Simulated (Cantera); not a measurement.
Charge: 1 mol borazine, 40 mol H2, at 2073 K and 1.33 mbar.

Equilibrium computed with Cantera from the NASA thermochemical tables; the gas is ideal and each condensed phase is pure. Candidate condensed phases: B, BN; 15 gas species. The feed counts by its element totals alone. The tables' values for BH2 are old estimates; treat these amounts as uncertain. The numbers say what is thermodynamically allowed, not how fast it happens.

Base state: H2 0.898, H 0.0683, N2 0.0325, BH2 0.000630, B 0.000323, BH 1.97e-5 (mole fractions); condensed: B(s).

Problem. What changes in the equilibrium state with this change: temperature from 2073 K to 1548.15 K?

Solution. 
```tsv
species	before	after
H2	0.898	0.999
H	0.0683	0.000844
BH2	0.000630	1.60e-5
N2	0.0325	1.42e-5
B	0.000323	5.83e-9
BH	1.97e-5	4.14e-9
B(s), mol	2.96	0.000520
BN(s), mol	0	3.00
```
Mutual solubility and eutectic melting of coexisting phases are not modelled.

Problem. What changes in the equilibrium state with this change: pressure from 1.33 mbar to 13.3 mbar?

Solution. 
| species | before | after |
|---|---|---|
| H2 | 0.898 | 0.952 |
| N2 | 0.0325 | 0.0253 |
| H | 0.0683 | 0.0222 |
| BH2 | 0.000630 | 0.000667 |
| B | 0.000323 | 3.23e-5 |
| BH | 1.97e-5 | 6.43e-6 |
| B(s), mol | 2.96 | 2.22 |
| BN(s), mol | 0 | 0.746 |
Mutual solubility and eutectic melting of coexisting phases are not modelled.
